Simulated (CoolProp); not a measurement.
Vapour-liquid equilibrium of diethyl ether (1) + acetone (2) at 1.37 MPa; x and y are mole fractions of (1).

Computed with CoolProp (multi-fluid Helmholtz-energy mixture model, Thol 2014 and Lemmon 2006; pair parameters Bell 2016).

Task: Give the bubble temperature and the first vapour's composition at x = 0.05, 0.65, 0.8. Is there an azeotrope?

Result: x = 0.05: 157.1 °C, y = 0.079; x = 0.65: 138.1 °C, y = 0.710; x = 0.8: 136.2 °C, y = 0.823. y crosses x between x = 0.8 and 0.95: the model has an azeotrope there.

The pair parameters rest on a limited set of measurements; away from them the model extrapolates.
